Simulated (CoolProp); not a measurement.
Properties of carbon dioxide along the isobar 4380 kPa.

The numbers come from the reference Helmholtz-energy equation of state, Span 1996 in CoolProp.

```
T (K)   phase  density (kg/m³)  Joule-Thomson coefficient (K/MPa)
-----  ------  ---------------  ---------------------------------
277.3  liquid            907.0                             0.5141
295.9     gas            108.8                              11.22
314.6     gas            93.33                              9.485
333.2     gas            83.35                              8.147
351.9     gas            75.95                              7.074
370.6     gas            70.14                              6.202
389.2     gas            65.39                              5.485
407.9     gas            61.37                              4.882
426.5     gas            57.93                              4.375
445.2     gas            54.90                              3.938
463.8     gas            52.24                              3.564
482.5     gas            49.85                              3.237
501.2     gas            47.70                              2.950
```
